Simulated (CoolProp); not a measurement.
A single-stage vapour-compression cycle with R407C: evaporating at 214.15 K (dew point), condensing at 254.15 K (bubble point), superheat 5 K, subcooling 2 K, compressor efficiency 0.6, no pressure losses. Each further row changes one setting.

The numbers come from the reference Helmholtz-energy equation of state, Lemmon 2003 in CoolProp. It is a pseudo-pure fit of the blend.

```json
[
 {"case": "as stated", "cooling COP": "[?]", "pressure ratio": "9.87", "discharge temperature (K)": "338.4", "refrigerating effect (kJ/kg)": "209", "volumetric capacity (kJ/m³)": "296"},
 {"case": "evaporating temperature 219.15 K", "cooling COP": "2.67", "pressure ratio": "7.29", "discharge temperature (K)": "328.2", "refrigerating effect (kJ/kg)": "212", "volumetric capacity (kJ/m³)": "[?]"},
 {"case": "condensing temperature 249.15 K", "cooling COP": "2.60", "pressure ratio": "8.12", "discharge temperature (K)": "328.0", "refrigerating effect (kJ/kg)": "216", "volumetric capacity (kJ/m³)": "306"},
 {"case": "subcooling 7 K", "cooling COP": "2.35", "pressure ratio": "9.87", "discharge temperature (K)": "338.4", "refrigerating effect (kJ/kg)": "216", "volumetric capacity (kJ/m³)": "306"},
 {"case": "superheat 15 K", "cooling COP": "2.25", "pressure ratio": "9.87", "discharge temperature (K)": "[?]", "refrigerating effect (kJ/kg)": "216", "volumetric capacity (kJ/m³)": "292"},
 {"case": "compressor efficiency 0.5", "cooling COP": "1.90", "pressure ratio": "9.87", "discharge temperature (K)": "358.3", "refrigerating effect (kJ/kg)": "209", "volumetric capacity (kJ/m³)": "296"}
]
```

Problem. What belongs in the gaps?

Solution. 
- as stated, cooling COP: 2.28
- evaporating temperature 219.15 K, volumetric capacity (kJ/m³): 399
- superheat 15 K, discharge temperature (K): 350.8
